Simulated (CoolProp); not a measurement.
R227EA along the isotherm 422.8 K: Z from the reference equation and from simpler models built on Tc = 374.9 K, pc = 2.925 MPa, ω = 0.358; each cubic takes its own stable root.

Values from CoolProp's reference Helmholtz-energy equation of state, Lemmon 2016.

```json
[
 {"p (MPa)": "1.04", "phase": "gas", "reference": "0.9179"},
 {"p (MPa)": "2.09", "phase": "gas", "reference": "0.8281"},
 {"p (MPa)": "3.13", "phase": "supercritical", "reference": "0.7298"},
 {"p (MPa)": "4.18", "phase": "supercritical", "reference": "0.6220"},
 {"p (MPa)": "5.22", "phase": "supercritical", "reference": "0.5254"},
 {"p (MPa)": "6.27", "phase": "supercritical", "reference": "0.4764"},
 {"p (MPa)": "7.31", "phase": "supercritical", "reference": "0.4732"},
 {"p (MPa)": "8.36", "phase": "supercritical", "reference": "0.4918"},
 {"p (MPa)": "9.4", "phase": "supercritical", "reference": "0.5190"},
 {"p (MPa)": "10.4", "phase": "supercritical", "reference": "0.5489"},
 {"p (MPa)": "11.5", "phase": "supercritical", "reference": "0.5840"},
 {"p (MPa)": "12.5", "phase": "supercritical", "reference": "0.6169"},
 {"p (MPa)": "13.6", "phase": "supercritical", "reference": "0.6537"},
 {"p (MPa)": "14.6", "phase": "supercritical", "reference": "0.6875"}
]
```

Task: How far does each simpler model (van der Waals, Peng-Robinson) lie from the reference over these 14 states: mean and median of the absolute difference, and the worst?

Result: 
- van der Waals: mean 14.6 %, median 15.6 %, worst +25.7 % at 422.8 K and 14.6 MPa
- Peng-Robinson: mean 2.7 %, median 2.1 %, worst +6.6 % at 422.8 K and 7.31 MPa
